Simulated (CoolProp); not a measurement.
Vapour-liquid equilibrium of ethanol (1) + cyclohexane (2) at 0.547 MPa; x and y are mole fractions of (1).

Computed with CoolProp (multi-fluid Helmholtz-energy mixture model, Schroeder 2014 and Zhou 2014; pair parameters Bell 2016).

| x | bubble temperature (K) | y at the bubble point | dew temperature at overall composition x (K) | liquid density (mol/L) |
|---|---|---|---|---|
| 0.05 | 412.4 | 0.205 | 420.2 | 7.930 |
| 0.2 | 399.7 | 0.450 | 412.7 | 8.606 |
| 0.35 | 396.2 | 0.531 | 404.9 | 9.308 |
| 0.5 | 395.1 | 0.577 | 397.4 | 10.16 |
| 0.65 | 394.9 | 0.628 | 395.0 | 11.23 |
| 0.8 | 395.9 | 0.719 | 397.4 | 12.56 |
| 0.95 | 399.5 | 0.905 | 400.5 | 14.16 |

y crosses x between x = 0.5 and 0.65: the model has an azeotrope there.

The pair parameters rest on a limited set of measurements; away from them the model extrapolates.
